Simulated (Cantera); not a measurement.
Feed: 1 mol Si, 5.9 mol Br₂, a varied amount of N₂, held at 1625 K and 0.133 bar.

These are equilibrium values from Cantera (NASA tables, ideal gas, pure condensed phases), not measurements of a reactor. Candidate condensed phases: Br₂, Si, Si₃N₄; 13 gas species. The tables' values for SiBr₃ are old estimates; treat these amounts as uncertain. The numbers say what is thermodynamically allowed, not how fast it happens.

x: gas mole fraction; nothing condenses.

```tsv
n(N₂) (mol)	x N₂	x Br	x Br₂	x SiBr₄	x SiBr₃	x SiBr₂	x SiBr
0.77	0.0937	0.618	0.167	0.119	0.00183	0.000357	1.19e-9
1.1	0.128	0.599	0.156	0.114	0.00181	0.000365	1.25e-9
1.7	0.184	0.567	0.140	0.106	0.00177	0.000377	1.37e-9
2.4	0.240	0.535	0.125	0.0981	0.00174	0.000392	1.50e-9
3.6	0.320	0.488	0.104	0.0867	0.00168	0.000417	1.75e-9
5.3	0.406	0.435	0.0825	0.0745	0.00162	0.000450	2.12e-9
7.8	(withheld)	(withheld)	(withheld)	(withheld)	0.00155	(withheld)	2.71e-9
11	0.579	0.323	0.0454	0.0506	0.00149	0.000556	3.54e-9
17	0.676	0.256	0.0285	0.0377	0.00140	0.000659	5.29e-9
25	0.751	0.202	0.0177	0.0279	0.00131	0.000785	7.99e-9
37	0.814	(withheld)	(withheld)	(withheld)	0.00122	(withheld)	1.27e-8
54	0.862	0.116	0.00588	0.0137	0.00112	0.00116	2.05e-8
```

Q: Complete the blanks.

A: 
- 37, x Br: 0.154
- 37, x Br₂: 0.0103
- 37, x SiBr₄: 0.0198
- 37, x SiBr₂: 0.000955
- 7.8, x N₂: 0.498
- 7.8, x Br: 0.377
- 7.8, x Br₂: 0.0618
- 7.8, x SiBr₄: 0.0618
- 7.8, x SiBr₂: 0.000498
